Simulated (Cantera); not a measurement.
Input (Python, Cantera) and output of one run.

```python
import numpy as np
import cantera as ct

gas_names = [...]  # 109 gases of nasa_gas.yaml made of C, Cl, H, Si
cond_names = """
    C(gr) C6H6(L) C7H8(L) C8H18(L),n-octa Si(cr) Si(L) SiC(b)
""".split()


# ... load() reads the species with a 1 bar reference pressure and builds the phases ...
atoms = {
    'CH3SiCl3': {'C': 1, 'H': 3, 'Si': 1, 'CL': 3},
    'HCl': {'H': 1, 'CL': 1},
    'H2': {'H': 2},
}
top_T = {'C(gr)': 4500, 'SiC(b)': 3050}  # K; cautious upper limits of use, not melting points


# ... equilibrate(T, P, feed) seeds the gas with the atoms and calls Mixture.equilibrate('TP', solver="vcs", rtol=1e-11, max_steps=5000) ...
results = []
feed = {'CH3SiCl3': 1, 'HCl': 0.68, 'H2': 22}  # mol
P = 100000  # Pa
for T in [1500, 1550, 1600, 1650, 1700, 1750, 1800, 1850, 1900, 1950, 2000]:
    mix = equilibrate(T, P, feed)
    results.append((T, P, feed, dict(zip(mix.species_names, mix.species_moles))))
    x = sorted(zip(gas.X, gas.species_names), reverse=True)
    print(f"T = {T:g} K  P = {P:g} Pa  gas = {mix.phase_moles(0):.4g} mol")
    print("   x: " + "  ".join(f"{s} {v:.3e}" for v, s in x if v > 0.0001))
    print("   condensed (mol): " + ("  ".join(f"{mix.phase(i).name} {mix.phase_moles(i):.4g}"
          for i in range(1, mix.n_phases) if mix.phase_moles(i) > 1e-12) or "none"))
```

Result:

```
T = 1500 K  P = 100000 Pa  gas = 25.63 mol
   x: H2 8.575e-01  HCL 1.396e-01  CH4 1.460e-03  SiCL2 6.885e-04  SiCL4 3.082e-04  SiCL3 2.585e-04  SiHCL3 1.961e-04
   condensed (mol): SiC(b) 0.9623
T = 1550 K  P = 100000 Pa  gas = 25.64 mol
   x: H2 8.571e-01  HCL 1.402e-01  CH4 1.284e-03  SiCL2 7.834e-04  SiCL3 2.166e-04  SiCL4 1.668e-04  SiHCL3 1.254e-04
   condensed (mol): SiC(b) 0.9665
T = 1600 K  P = 100000 Pa  gas = 25.64 mol
   x: H2 8.569e-01  HCL 1.406e-01  CH4 1.168e-03  SiCL2 8.580e-04  SiCL3 1.779e-04
   condensed (mol): SiC(b) 0.9687
T = 1650 K  P = 100000 Pa  gas = 25.65 mol
   x: H2 8.571e-01  HCL 1.405e-01  SiCL2 1.017e-03  CH4 9.761e-04  SiCL3 1.605e-04
   condensed (mol): C(gr) 0.006143  SiC(b) 0.9666
T = 1700 K  P = 100000 Pa  gas = 25.66 mol
   x: H2 8.573e-01  HCL 1.402e-01  SiCL2 1.219e-03  CH4 8.050e-04  SiCL3 1.486e-04  H 1.364e-04
   condensed (mol): C(gr) 0.01325  SiC(b) 0.9627
T = 1750 K  P = 100000 Pa  gas = 25.66 mol
   x: H2 8.575e-01  HCL 1.399e-01  SiCL2 1.443e-03  CH4 6.714e-04  H 2.154e-04  SiCL3 1.379e-04
   condensed (mol): C(gr) 0.01969  SiC(b) 0.9578
T = 1800 K  P = 100000 Pa  gas = 25.67 mol
   x: H2 8.576e-01  HCL 1.394e-01  SiCL2 1.688e-03  CH4 5.659e-04  H 3.316e-04  C2H2,acetylene 1.504e-04  SiCL3 1.283e-04
   condensed (mol): C(gr) 0.02536  SiC(b) 0.9521
T = 1850 K  P = 100000 Pa  gas = 25.67 mol
   x: H2 8.577e-01  HCL 1.389e-01  SiCL2 1.955e-03  H 4.989e-04  CH4 4.816e-04  C2H2,acetylene 2.243e-04  SiCL3 1.195e-04
   condensed (mol): C(gr) 0.03006  SiC(b) 0.9457
T = 1900 K  P = 100000 Pa  gas = 25.68 mol
   x: H2 8.577e-01  HCL 1.383e-01  SiCL2 2.242e-03  H 7.349e-04  CH4 4.135e-04  C2H2,acetylene 3.275e-04  SiCL3 1.116e-04
   condensed (mol): C(gr) 0.03349  SiC(b) 0.9387
T = 1950 K  P = 100000 Pa  gas = 25.68 mol
   x: H2 8.576e-01  HCL 1.377e-01  SiCL2 2.548e-03  H 1.062e-03  C2H2,acetylene 4.687e-04  CH4 3.578e-04  CL 1.277e-04  SiCL3 1.043e-04
   condensed (mol): C(gr) 0.03527  SiC(b) 0.931
T = 2000 K  P = 100000 Pa  gas = 25.69 mol
   x: H2 8.574e-01  HCL 1.370e-01  SiCL2 2.873e-03  H 1.506e-03  C2H2,acetylene 6.586e-04  CH4 3.120e-04  CL 1.791e-04
   condensed (mol): C(gr) 0.03488  SiC(b) 0.9227
```

Cantera equilibrium calculation (NASA polynomials, part measured and part estimated; ideal gas, pure solids and liquids). The feed counts by its element totals alone. The tables' values for SiCl3, SiCl are old estimates; treat these amounts as uncertain.
